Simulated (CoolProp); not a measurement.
A single-stage vapour-compression cycle with R124: evaporating at 317.15 K (dew point), condensing at 357.15 K (bubble point), superheat 10 K, subcooling 5 K, compressor efficiency 0.75, no pressure losses. Each further row changes one setting.

The numbers come from the reference Helmholtz-energy equation of state, de Vries 1995 in CoolProp.

```tsv
case	cooling COP	pressure ratio	discharge temperature (K)	refrigerating effect (kJ/kg)	volumetric capacity (kJ/m³)
as stated	4.69	2.59	368.4	99.8	3850
evaporating temperature 322.15 K	…	…	368.2	103	…
condensing temperature 352.15 K	5.61	2.33	363.3	106	4100
subcooling 10 K	5.00	2.59	368.4	106	4100
superheat 20 K	4.82	2.59	…	109	3980
compressor efficiency 0.65	…	2.59	371.5	99.8	3850
```

**Question.** What belongs in the gaps?

**Answer.** 
- evaporating temperature 322.15 K, cooling COP: 5.60
- evaporating temperature 322.15 K, pressure ratio: 2.27
- evaporating temperature 322.15 K, volumetric capacity (kJ/m³): 4510
- superheat 20 K, discharge temperature (K): 377.8
- compressor efficiency 0.65, cooling COP: 4.07
